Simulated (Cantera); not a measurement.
A closed system holds: 1 mol MgCO3, 1.2 mol SO2, 1.6 mol H2O, equilibrated at 0.230 bar.

Method: chemical equilibrium by Gibbs-energy minimisation in Cantera with the NASA 1993 tables (ideal gas, pure condensed phases). Candidate condensed phases: C, C6H6, C7H8, C8H18, H2O, H2SO4, Mg, MgCO3, MgO, Mg(OH)2, MgS, MgSO4, S; 130 gas species. Kinetics and transport are ignored.

x: gas mole fraction; n: condensed amount in mol.

```csv
T (K),x H2O,x SO2,x CO2,x CO,x O2,x H2,x OH,n MgO(s)
1423,0.421,0.316,0.263,0.000105,5.74e-5,7.40e-5,1.47e-5,1.00
1473,0.421,0.316,0.263,0.000171,0.000108,0.000111,2.74e-5,1.00
1523,0.421,0.316,0.263,0.000276,0.000186,0.000165,4.87e-5,1.00
1573,0.421,0.316,0.263,0.000436,0.000304,0.000241,8.29e-5,1.000
1623,0.420,0.315,0.262,0.000674,0.000476,0.000348,0.000136,1.000
1673,0.420,0.315,0.262,?,?,?,?,1.000
1723,0.420,0.315,0.261,0.00150,0.00106,0.000686,0.000334,1.000
1773,0.419,0.315,0.261,0.00216,0.00151,0.000937,0.000503,1.000
1823,0.418,0.315,0.259,?,?,?,?,1.000
1873,0.417,0.314,0.258,0.00424,0.00292,0.00167,0.00107,1.000
1923,0.416,0.313,0.256,0.00576,0.00394,0.00218,0.00151,1.000
1973,0.414,0.313,0.254,0.00770,0.00522,0.00281,0.00209,1.000
```

Task: Some entries are withheld; supply them.

Result: 
- 1823, x CO: 0.00306
- 1823, x O2: 0.00212
- 1823, x H2: 0.00126
- 1823, x OH: 0.000741
- 1673, x CO: 0.00102
- 1673, x O2: 0.000719
- 1673, x H2: 0.000493
- 1673, x OH: 0.000216
